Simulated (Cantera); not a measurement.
A closed system holds: 1 mol FeS₂, 1.8 mol H₂S, 0.099 mol H₂O, held at 0.100 bar.

Cantera equilibrium calculation (NASA polynomials, part measured and part estimated; ideal gas, pure solids and liquids). Candidate condensed phases: Fe, FeO, Fe(OH)₂, Fe(OH)₃, FeS, FeSO₄, FeS₂, Fe₂O₃, Fe₂(SO₄)₃, Fe₃O₄, H₂O, H₂SO₄, S; 22 gas species. FeS: taken at fixed stoichiometry. Gases not in the tables: S₃ to S₇. Kinetics and transport are ignored.

Question: Which condensed phases are stable at each of these points (T (°C)): 952, 1002, 1052, 1102, 1152, 1202, 1252, 1302, 1352, 1402, 1452, 1502?

Answer: 
| T (°C) | condensed phases | Fe condensed (%) |
|---|---|---|
| 952 | FeS(s) | 100.0 |
| 1002 | FeS(s) | 100.0 |
| 1052 | FeS(s) | 100.0 |
| 1102 | FeS(s) | 100.0 |
| 1152 | FeS(s) | 100.0 |
| 1202 | FeS(l) | 100.0 |
| 1252 | FeS(l) | 100.0 |
| 1302 | FeS(l) | 100.0 |
| 1352 | FeS(l) | 100.0 |
| 1402 | FeS(l) | 100.0 |
| 1452 | FeS(l) | 100.0 |
| 1502 | FeS(l) | 100.0 |

From 952 °C to 1152 °C the condensed part is FeS(s). From 1202 °C to 1502 °C the condensed part is FeS(l).
